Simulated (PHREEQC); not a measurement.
Synthetic water in mmol/kgw, 70 °C, pH 6.23, pe 8.7:

| constituent | mmol/kgw |
|---|---|
| Na | 0.24 |
| K | 0.00498 |
| Ca | 0.221 |
| Mg | 2.96e-05 |
| Cl | 0.108 |
| S(6) | 0.0144 |
| Alkalinity (meq/kgw) | 0.574 |
| Br | 0.0213 |

Valence states are taken as typed.

All values are PHREEQC results (ion-association model, phreeqc.dat), not measurements.

ionic strength: 0.000939 mol/kgw
specific conductance: 161 µS/cm
charge-balance error: -3.2 %

| species | molality | activity | log γ |
|---|---|---|---|
| CO2 | 0.000660 | 0.000660 | 0.000 |
| HCO3- | 0.000572 | 0.000551 | -0.016 |
| Na+ | 0.000240 | 0.000231 | -0.016 |
| Ca+2 | 0.000218 | 0.000188 | -0.065 |
| Cl- | 0.000108 | 0.000104 | -0.016 |
| Br- | 2.13e-5 | 2.05e-5 | -0.017 |
| SO4-2 | 1.38e-5 | 1.19e-5 | -0.065 |
| K+ | 4.98e-6 | 4.79e-6 | -0.016 |
| CaHCO3+ | 1.91e-6 | 1.84e-6 | -0.016 |

This is a speciation only: nothing precipitates in the calculation. At this temperature some constants are extrapolated from 25 °C, and those without enthalpy data are left unchanged.
